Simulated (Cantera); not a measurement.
**Thermodynamics of silicon carbide growth, feed SiH₂Cl₂ + C₂H₄ + H₂**

A closed system holds: 1 mol SiH₂Cl₂, 0.0066 mol C₂H₄, a varied amount of H₂, held at 2098.15 K and 3.00 mbar.

These are equilibrium values from Cantera (NASA tables, ideal gas, pure condensed phases), not measurements of a reactor. Candidate condensed phases: C, C₆H₆, C₇H₈, C₈H₁₈, Si, SiC; 109 gas species. The tables' values for SiCl are old estimates; treat these amounts as uncertain. Gases not in the tables: Si₂H₆ and higher silanes. Rates play no part.

```
n(H₂) (mol)   x H₂     x H     x HCl      x Si      x Cl     x SiH
-----------  -----  ------  --------  --------  --------  --------
130          0.924  0.0541    0.0138   0.00678  0.000594  0.000194
300          0.936  0.0544   0.00613   0.00305  0.000262   8.81e-5
480          0.939  0.0545   0.00385   0.00193  0.000164   5.58e-5
650          0.941  0.0546   0.00285   0.00143  0.000122   4.14e-5
830          0.942  0.0546   0.00224   0.00112   9.54e-5   3.26e-5
1000         0.942  0.0546   0.00186  0.000935   7.92e-5   2.71e-5
1200         0.943  0.0546   0.00155  0.000780   6.60e-5   2.26e-5
1400         0.943  0.0546   0.00133  0.000669   5.66e-5   1.94e-5
1500         0.943  0.0546   0.00124  0.000625   5.29e-5   1.81e-5
1700         0.944  0.0546   0.00109  0.000552   4.67e-5   1.60e-5
1900         0.944  0.0546  0.000980  0.000494   4.17e-5   1.43e-5
```
x: gas mole fraction; nothing condenses.

From 130 mol H₂ to 1900 mol H₂ nothing is condensed. The main Si-bearing gas is Si throughout.
